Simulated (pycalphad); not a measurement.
All values are pycalphad results on the COST 507 light-alloy database (1999) (1 atm), not direct measurements. These are 1990s assessments: newer ones move some temperatures and phases. Amounts are mole fractions of atoms. Diffusion is slow at the low end, where real alloys seldom reach equilibrium.

### Question
Give the equilibrium state of Si-24.2Ti (at.%) at 875 K.

### Answer
```
T = 875.00 K, P = 101325 Pa, N = 1 mol of atoms
G = -69026 J/mol, H = -27963 J/mol, S = 46.93 J/(mol K)  (SER reference)
chemical potentials (J/mol): Si -24679, Ti -207928
phase             fraction      x(Si)      x(Ti)
SI2TI               0.7260     0.6667     0.3333
DIAMOND_A4          0.2740     1.0000      1e-14
```

### Question
Give the equilibrium state of Si-24.2Ti (at.%) at 1625 K.

### Answer
LIQUID, fraction 0.680, with 19.9 Ti at.%; SI2TI, fraction 0.320, with 33.3 Ti at.%.

Database names, with the compositions (at.%) that they take in these runs: SI2TI: Si 67 Ti 33. DIAMOND_A4 is diamond (Si).
